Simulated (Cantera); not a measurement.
A closed system holds: 1 mol Si₃N₄, 0.0087 mol O₂, a varied amount of N₂, equilibrated at 1750 °C and 133 Pa.

Equilibrium computed with Cantera from the NASA thermochemical tables; the gas is ideal and each condensed phase is pure. Candidate condensed phases: Si, SiO₂, Si₂N₂O, Si₃N₄; 16 gas species. The tables' values for SiN are old estimates; treat these amounts as uncertain. Kinetics and transport are ignored.

x: gas mole fraction; n: condensed amount in mol.

```
n(N₂) (mol)   x N₂     x Si    x Si₂N     x SiO  n Si(l)
-----------  -----  -------  --------  --------  -------
33           0.955   0.0427  0.000483  0.000475     1.32
74           0.963        …         …         …        0
120          0.976   0.0231  0.000142  0.000139        0
160          0.982   0.0176   8.29e-5  0.000105        0
200          0.985   0.0142   5.42e-5   8.49e-5        0
240          0.988   0.0119   3.82e-5   7.10e-5        0
280          0.990        …         …         …        0
320          0.991  0.00901   2.19e-5   5.35e-5        0
360          0.992  0.00803   1.74e-5   4.77e-5        0
400          0.993  0.00724   1.41e-5   4.30e-5        0
450          0.993  0.00645   1.12e-5   3.82e-5        0
490          0.994  0.00593   9.50e-6   3.52e-5        0
530          0.994  0.00549   8.14e-6   3.25e-5        0
```

**Question.** What belongs in the gaps?

**Answer.** 
- 280, x Si: 0.0103
- 280, x Si₂N: 2.83e-5
- 280, x SiO: 6.11e-5
- 74, x Si: 0.0360
- 74, x Si₂N: 0.000343
- 74, x SiO: 0.000220
